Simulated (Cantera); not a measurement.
## Reactions in the system Cl-Fe-N-O

Standard-state values (1 bar) from the NASA 1993 polynomials, evaluated with Cantera. Values are per mole of reaction as written; species without (g) are pure solids or liquids, kept so even where they would boil at 1 bar.

6 N(g) + Fe2O3 + 2 Cl2(g) ⇌ 3 N2O(g) + 2 FeCl2

```json
[
 {"T (K)": "375", "ΔH° (kJ)": "-2451.8", "ΔS° (J/K)": "-564.0", "ΔG° (kJ)": "-2240.3", "log10 K": "312.06", "condensed phases": "Fe2O3(s), FeCl2(s)"},
 {"T (K)": "475", "ΔH° (kJ)": "-2454.6", "ΔS° (J/K)": "-570.6", "ΔG° (kJ)": "-2183.6", "log10 K": "240.12", "condensed phases": "Fe2O3(s), FeCl2(s)"},
 {"T (K)": "575", "ΔH° (kJ)": "-2457.3", "ΔS° (J/K)": "-575.7", "ΔG° (kJ)": "-2126.3", "log10 K": "193.15", "condensed phases": "Fe2O3(s), FeCl2(s)"},
 {"T (K)": "675", "ΔH° (kJ)": "-2460.1", "ΔS° (J/K)": "-580.2", "ΔG° (kJ)": "-2068.5", "log10 K": "160.06", "condensed phases": "Fe2O3(s), FeCl2(s)"},
 {"T (K)": "775", "ΔH° (kJ)": "-2463.2", "ΔS° (J/K)": "-584.4", "ΔG° (kJ)": "-2010.2", "log10 K": "135.49", "condensed phases": "Fe2O3(s), FeCl2(s)"},
 {"T (K)": "875", "ΔH° (kJ)": "-2466.3", "ΔS° (J/K)": "-588.2", "ΔG° (kJ)": "-1951.6", "log10 K": "116.50", "condensed phases": "Fe2O3(s), FeCl2(s)"},
 {"T (K)": "975", "ΔH° (kJ)": "-2382.0", "ΔS° (J/K)": "-499.6", "ΔG° (kJ)": "-1894.9", "log10 K": "101.52", "condensed phases": "Fe2O3(s), FeCl2(l)"},
 {"T (K)": "1075", "ΔH° (kJ)": "-2379.9", "ΔS° (J/K)": "-497.5", "ΔG° (kJ)": "-1845.0", "log10 K": "89.65", "condensed phases": "Fe2O3(s), FeCl2(l)"},
 {"T (K)": "1175", "ΔH° (kJ)": "-2377.1", "ΔS° (J/K)": "-495.1", "ΔG° (kJ)": "-1795.4", "log10 K": "79.81", "condensed phases": "Fe2O3(s), FeCl2(l)"},
 {"T (K)": "1275", "ΔH° (kJ)": "-2373.8", "ΔS° (J/K)": "-492.4", "ΔG° (kJ)": "-1746.0", "log10 K": "71.53", "condensed phases": "Fe2O3(s), FeCl2(l)"}
]
```
